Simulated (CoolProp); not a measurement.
Vapour-liquid equilibrium of n-hexane (1) + cyclohexane (2) at 0.0849 MPa; x and y are mole fractions of (1).

Values from CoolProp's multi-fluid Helmholtz-energy mixture model, Thol 2019 and Zhou 2014; pair parameters Bell 2016.

Problem. Give the bubble temperature and the first vapour's composition at x = 0.2, 0.35, 0.65. Is there an azeotrope?

Solution. x = 0.2: 344.7 K, y = 0.274; x = 0.35: 342.7 K, y = 0.441; x = 0.65: 339.4 K, y = 0.721. No azeotrope shows between x = 0.05 and 0.95.

Pair parameters are fitted to limited data, so mixtures are less certain than the pure fluids.
